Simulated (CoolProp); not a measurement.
R141b at 298.15 K and 0.0431 MPa is throttled through a valve to 0.0215 MPa with no heat exchange. Each further row changes one setting.

Values from CoolProp's reference Helmholtz-energy equation of state, Lemmon 2006. It is a short technical equation, of lower accuracy than the large ones.

```tsv
case	temperature change (K)	final density (kg/m³)
as stated	(withheld)	(withheld)
outlet pressure 0.00645 MPa	(withheld)	(withheld)
outlet pressure 0.0279 MPa	(withheld)	(withheld)
```

**Question.** Fill in the missing entries.

**Answer.** 
- as stated, temperature change (K): -1.0
- as stated, final density (kg/m³): 1.03
- outlet pressure 0.00645 MPa, temperature change (K): -1.6
- outlet pressure 0.00645 MPa, final density (kg/m³): 0.307
- outlet pressure 0.0279 MPa, temperature change (K): -0.7
- outlet pressure 0.0279 MPa, final density (kg/m³): 1.33
